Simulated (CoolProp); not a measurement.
Ethane at 293.15 K and 5.46 MPa is throttled through a valve to 0.527 MPa with no heat exchange. Each further row changes one setting.

Model: reference Helmholtz-energy equation of state, Bücker 2006, in CoolProp.

```tsv
case	temperature change (K)	final phase	final density (kg/m³)
as stated	(withheld)	(withheld)	(withheld)
outlet pressure 0.158 MPa	(withheld)	(withheld)	(withheld)
outlet pressure 0.685 MPa	(withheld)	two-phase, vapour fraction 0.478	(withheld)
```

Q: Complete the blanks.

A: 
- as stated, temperature change (K): -71.3
- as stated, final phase: two-phase, vapour fraction 0.509
- as stated, final density (kg/m³): 18.6
- outlet pressure 0.158 MPa, temperature change (K): -99.9
- outlet pressure 0.158 MPa, final phase: two-phase, vapour fraction 0.615
- outlet pressure 0.158 MPa, final density (kg/m³): 5.02
- outlet pressure 0.685 MPa, temperature change (K): -63.8
- outlet pressure 0.685 MPa, final density (kg/m³): 25.3
